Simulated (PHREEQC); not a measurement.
Dissolve 9.8 mmol/kgw NaHSO4, 0.054 mmol/kgw K2SO4 and 110 mmol/kgw NaAlO2 at 62 °C. Closed to the air; pH follows from the charge balance.

Equilibrium calculation in PHREEQC: ion-association model, wateq4f.dat.

Task: The ionic strength comes out as 0.128 mol/kgw. What activity coefficients do K+, AlOH+2, Al(OH)2+, Na+, KSO4- get?

Result: K+ 0.73, AlOH+2 0.33, Al(OH)2+ 0.76, Na+ 0.75, KSO4- 0.76.

No solid was allowed to form. The solution is supersaturated, for example in Al(OH)3(a), Boehmite (slow to form), so a real one may precipitate; this is no full list. Away from 25 °C the constants follow the database's enthalpies or fits; those with neither stay at their 25 °C values.
